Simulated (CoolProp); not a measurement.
Saturation properties of benzene.

Computed with CoolProp (reference Helmholtz-energy equation of state, Thol 2012).

```csv
T (K),p (MPa),liquid cp (kJ/(kg K)),vapour Z,surface tension (mN/m)
355.5,0.1086,1.913,0.9642,20.8
380.5,0.2189,2.001,0.9413,17.7
405.5,0.3995,2.096,0.9107,14.7
430.6,0.6759,2.201,0.8715,11.8
455.6,1.072,2.322,0.8229,9.10
480.6,1.618,2.476,0.7630,6.51
505.7,2.349,2.710,0.6873,4.09
530.7,3.300,3.212,0.5864,1.94
```

It boils at 353.2 K under 1 atm.

Surface tension comes from a separate correlation (Mulero 2012).
